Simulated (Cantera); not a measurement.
A closed system holds: 1 mol SiH₄, 3.6 mol N₂O, 8.1 mol N₂, held at 13.3 mbar.

Cantera equilibrium calculation (NASA polynomials, part measured and part estimated; ideal gas, pure solids and liquids). Candidate condensed phases: H₂O, Si, SiO₂, Si₂N₂O, Si₃N₄; 35 gas species. The tables hold silica as quartz up to 1696 K and as liquid above; real silica turns to tridymite and cristobalite and melts near 1996 K. The numbers say what is thermodynamically allowed, not how fast it happens.

Problem. Which condensed phases are stable at each of these points (T (K)): 525, 675, 825, 975, 1125, 1275, 1425, 1575, 1725?

Solution. 
```tsv
T (K)	condensed phases	Si condensed (%)
525	SiO₂(α-quartz)	100.0
675	SiO₂(α-quartz)	100.0
825	SiO₂(α-quartz)	100.0
975	SiO₂(β-quartz)	100.0
1125	SiO₂(β-quartz)	100.0
1275	SiO₂(β-quartz)	100.0
1425	SiO₂(β-quartz)	100.0
1575	SiO₂(β-quartz)	100.0
1725	SiO₂(condensed)	100.0
```

From 525 K to 825 K the condensed part is SiO₂(α-quartz). From 975 K to 1575 K the condensed part is SiO₂(β-quartz). At 1725 K the condensed part is SiO₂(condensed).
